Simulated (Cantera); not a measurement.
## Equilibrium for silicon epitaxy and polysilicon growth: SiH4 + HCl + H2

A closed system holds: 1 mol SiH4, 0.075 mol HCl, 30 mol H2, held at 700 °C and 8.80 mbar.

These are equilibrium values from Cantera (NASA tables, ideal gas, pure condensed phases), not measurements of a reactor. Candidate condensed phases: Si; 19 gas species. Kinetics and transport are ignored.

x(H2): 0.998
x(HCl): 0.00228
x(SiCl2): 8.39e-6
x(SiHCl3): 7.06e-6
x(SiCl4): 2.87e-6
x(SiH2Cl2): 1.81e-6
n(Si(s)): 0.999 mol
gas amount: 32.07 mol
